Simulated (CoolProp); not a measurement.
Carbonyl sulfide at several states: density (kg/m³) from the reference equation and from simpler models built on Tc = 378.8 K, pc = 6.369 MPa, ω = 0.098; each cubic takes its own stable root.

Model: reference Helmholtz-energy equation of state, Lemmon 2006, in CoolProp. It is a short technical equation, of lower accuracy than the large ones.

```csv
T (K),p (MPa),phase,reference,Redlich-Kwong,Peng-Robinson
375.7,9.55,liquid,746.9,650.3,724.4
358.8,0.623,gas,13.07,13.07,13.13
344.1,2.84,gas,79.88,78.86,81.23
309.7,0.486,gas,11.93,11.91,11.96
```
